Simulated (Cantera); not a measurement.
**Gas-phase reforming**

An isothermal, constant-pressure homogeneous reactor starts with 69.4 % CH₄, 30.6 % CO₂, at 1425 K and 5.30 bar.

Model: GRI-Mech 3.0 (53 species, 325 reactions), integrated in Cantera. GRI-Mech 3.0 stops at C3 and has no aromatics, soot or wall deposition, so with more carbon than oxygen in the feed, carbon stays in small species such as C2H2 where larger ones or solid carbon would form.

```json
[
 {"t (s)": "7.00e-5", "x CH₄": "0.694", "x CO₂": "0.306", "x CH₃": "2.52e-5", "x H₂O": "7.38e-8", "x HO₂": "<1e-12"},
 {"t (s)": "0.000165", "x CH₄": "0.694", "x CO₂": "0.306", "x CH₃": "3.13e-5", "x H₂O": "1.82e-7", "x HO₂": "<1e-12"},
 {"t (s)": "0.000387", "x CH₄": "0.694", "x CO₂": "0.306", "x CH₃": "3.28e-5", "x H₂O": "4.48e-7", "x HO₂": "<1e-12"},
 {"t (s)": "0.000910", "x CH₄": "0.694", "x CO₂": "0.306", "x CH₃": "3.55e-5", "x H₂O": "1.13e-6", "x HO₂": "<1e-12"},
 {"t (s)": "0.00214", "x CH₄": "0.693", "x CO₂": "0.306", "x CH₃": "4.07e-5", "x H₂O": "3.10e-6", "x HO₂": "<1e-12"},
 {"t (s)": "0.00503", "x CH₄": "0.691", "x CO₂": "0.305", "x CH₃": "4.90e-5", "x H₂O": "1.03e-5", "x HO₂": "<1e-12"},
 {"t (s)": "0.0118", "x CH₄": "0.686", "x CO₂": "0.305", "x CH₃": "5.73e-5", "x H₂O": "4.55e-5", "x HO₂": "<1e-12"},
 {"t (s)": "0.0278", "x CH₄": "0.673", "x CO₂": "0.303", "x CH₃": "5.86e-5", "x H₂O": "0.000248", "x HO₂": "<1e-12"},
 {"t (s)": "0.0654", "x CH₄": "0.642", "x CO₂": "0.297", "x CH₃": "5.35e-5", "x H₂O": "0.00135", "x HO₂": "<1e-12"},
 {"t (s)": "0.154", "x CH₄": "0.579", "x CO₂": "0.281", "x CH₃": "4.60e-5", "x H₂O": "0.00659", "x HO₂": "<1e-12"},
 {"t (s)": "0.362", "x CH₄": "0.478", "x CO₂": "0.244", "x CH₃": "3.99e-5", "x H₂O": "0.0269", "x HO₂": "<1e-12"},
 {"t (s)": "0.851", "x CH₄": "0.354", "x CO₂": "0.166", "x CH₃": "3.77e-5", "x H₂O": "0.0851", "x HO₂": "<1e-12"},
 {"t (s)": "2.00", "x CH₄": "0.276", "x CO₂": "0.0818", "x CH₃": "3.59e-5", "x H₂O": "0.150", "x HO₂": "<1e-12"}
]
```
x: mole fraction; the columns are a selection and need not sum to one.

Equilibrium at this temperature and pressure: CH₄ 0.209, CO₂ 1.50e-5, CH₃ 1.96e-5, H₂O 3.73e-5, HO₂ <1e-12 (gas phase only).
